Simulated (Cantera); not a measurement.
Standard-state values (1 bar) from the NASA 1993 polynomials, evaluated with Cantera. Values are per mole of reaction as written; species without (g) are pure solids or liquids, kept so even where they would boil at 1 bar.

Task: Between 1225 and 1725 K, where is each reaction favourable under standard conditions?
- 2 HBO2(g) + 3 H2(g) = 2 B + 4 H2O(g)

Result: 
- 2 HBO2(g) + 3 H2(g) = 2 B + 4 H2O(g): ΔG° is 293 kJ at 1225 K and 354 kJ at 1725 K; it stays positive (K < 1). ΔH° is 144 kJ and ΔS° -121 J/K at 1725 K.
